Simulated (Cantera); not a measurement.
An isothermal plug-flow reactor at 875 K and 760 Torr (inlet), inlet velocity 0.21 m/s, active area per volume 1100 1/m; feed H2 : O2 : N2 = 0.024 : 0.15 : 0.79 (molar parts).

Detailed kinetics in Cantera: Deutschmann's 1995 Pt surface mechanism with GRI-Mech 3.0 gas chemistry. Catalytic surfaces can have several steady states; this one follows from the mechanism file's or the stated starting coverage. Mass transfer to the wall is taken as infinitely fast.

x: gas mole fraction; θ: surface coverage.

```csv
z (m),x H2,x O2,x H2O,θ free Pt,θ O*,θ OH*
3.9e-05,0.00676,0.148,0.0184,0.118,0.879,0.00352
6.5e-05,?,0.147,?,?,0.901,0.00332
0.00011,0.00192,0.146,0.0233,0.0817,0.915,0.00316
0.00018,0.000689,0.145,0.0245,0.0747,0.922,0.00308
0.0003,0.000132,0.145,0.0251,0.0718,0.925,0.00304
0.0005,8.85e-6,0.145,0.0252,0.0712,0.926,0.00303
0.00084,?,0.145,0.0252,0.0711,0.926,0.00303
0.0014,4.98e-11,0.145,0.0252,0.0711,0.926,0.00303
0.0023,1.38e-12,0.145,0.0252,0.0711,0.926,0.00303
0.0039,1.38e-12,0.145,0.0252,0.0711,0.926,0.00303
```

Q: What belongs in the gaps?

A: 
- 6.5e-05, x H2: 0.00404
- 6.5e-05, x H2O: 0.0211
- 6.5e-05, θ free Pt: 0.0958
- 0.00084, x H2: 9.10e-8
